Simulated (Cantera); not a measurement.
## Ignition delay

Mixture: 4.96 % CH3OH, 14.6 % O2, 75.8 % N2, 4.66 % H2O, at 4.93 atm, adiabatic and at constant volume. Ignition delay is the time to a rise of 400 K.

Detailed kinetics in Cantera: GRI-Mech 3.0 (53 species, 325 reactions). GRI-Mech 3.0 was tuned for natural gas; its chemistry of methanol as a main component is partial and can be far from experiment.

```csv
T0 (K),delay (ms)
1075,29.8
1125,10.8
1175,4.29
1225,1.85
1275,0.858
1325,0.428
1375,0.228
1425,0.128
```

- apparent activation energy between 1325 and 1425 K = 190 kJ/mol
